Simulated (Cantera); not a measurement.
Source: NASA polynomial tables (part measured, part estimated), evaluated in Cantera. Values are per mole of reaction as written; species without (g) are pure solids or liquids, kept so even where they would boil at 1 bar.

Between 300 and 2198 K, where is each reaction favourable under standard conditions?
- Sr(OH)₂ → H₂O(g) + SrO


- Sr(OH)₂ → H₂O(g) + SrO: ΔG° is 91 kJ at 300 K and -77 kJ at 2198 K; it changes sign between 300 and 1673 K. ΔH° is 31 kJ and ΔS° 49 J/K at 2198 K.
